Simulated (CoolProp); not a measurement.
A simple Rankine cycle with n-heptane: condensing at 306.15 K, boiler at 0.505 MPa, turbine inlet 439.5 K, turbine efficiency 0.65, pump efficiency 0.6, no recuperator. Each further row changes one setting.

The numbers come from the reference Helmholtz-energy equation of state, Span 2003 in CoolProp. It is a short technical equation, of lower accuracy than the large ones.

```
case                             thermal efficiency (%)  net work (kJ/kg)  heat in (kJ/kg)  turbine exit temperature (K)  volume ratio over the turbine
-------------------------------  ----------------------  ----------------  ---------------  ----------------------------  -----------------------------
as stated                                          13.7              82.4              603                         391.4                           59.4
turbine inlet 459.5 K                              13.4              87.4                …                         412.3                           58.0
condensing temperature 298.15 K                    14.5              90.0              621                             …                              …
boiler pressure 0.353 MPa                          12.7                 …              610                         397.5                           39.6
turbine efficiency 0.55                            11.5                 …              603                         397.6                           60.3
```

Q: Some entries are withheld; supply them.

A: 
- turbine inlet 459.5 K, heat in (kJ/kg): 652
- condensing temperature 298.15 K, turbine exit temperature (K): 387.6
- condensing temperature 298.15 K, volume ratio over the turbine: 86.6
- boiler pressure 0.353 MPa, net work (kJ/kg): 77.2
- turbine efficiency 0.55, net work (kJ/kg): 69.6
